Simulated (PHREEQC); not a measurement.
# Alkaline etch or developer (model solution)

Dissolve 0.14 mol/kgw KOH and 0.0085 mol/kgw H3BO3 at 23 °C. Closed to the air; pH follows from the charge balance.

Computed with PHREEQC (ion-association model, wateq4f.dat).

This is a speciation only: nothing precipitates in the calculation.

### Question
What pH does the model give?

### Answer
pH 13.05.

Complexes and solids missing from the database can't appear.
